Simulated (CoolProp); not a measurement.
The numbers come from the reference Helmholtz-energy equation of state, Lemmon 2006 in CoolProp. It is a short technical equation, of lower accuracy than the large ones.

Give the vapour pressure (bar), liquid density (kg/m³), vapour density (kg/m³), enthalpy of vaporisation (kJ/kg) of saturated acetone at 113.25 °C.


| T (°C) | p (bar) | liquid density (kg/m³) | vapour density (kg/m³) | enthalpy of vaporisation (kJ/kg) |
|---|---|---|---|---|
| 113.25 | 5.17 | 676 | 10.9 | 431 |
